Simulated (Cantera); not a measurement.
Charge: 1 mol MgCO3, 0.95 mol CO2, equilibrated at 39.0 Pa.

Equilibrium computed with Cantera from the NASA thermochemical tables; the gas is ideal and each condensed phase is pure. Candidate condensed phases: C, Mg, MgCO3, MgO; 15 gas species. Equilibrium is a limit: real reactors are often held back by kinetics, nucleation or transport.

x: gas mole fraction; n: condensed amount in mol.

```csv
T (°C),x CO2,x CO,x O2,x O,x Mg,n MgO(s)
552,1.00,[?],1.11e-8,<1e-12,<1e-12,1.00
652,1.000,[?],2.12e-7,<1e-12,<1e-12,1.00
752,1.000,[?],2.32e-6,2.54e-11,<1e-12,1.00
852,1.000,[?],1.65e-5,9.50e-10,<1e-12,1.00
952,1.000,[?],8.52e-5,1.97e-8,<1e-12,1.00
1052,0.999,[?],0.000342,2.58e-7,5.51e-12,1.00
1152,0.997,[?],0.00113,2.36e-6,3.31e-10,1.00
1252,0.991,[?],0.00315,1.61e-5,1.15e-8,1.00
```

Q: Fill in the missing entries.

A: 
- 552, x CO: 2.14e-8
- 652, x CO: 4.24e-7
- 752, x CO: 4.64e-6
- 852, x CO: 3.30e-5
- 952, x CO: 0.000170
- 1052, x CO: 0.000684
- 1152, x CO: 0.00225
- 1252, x CO: 0.00632
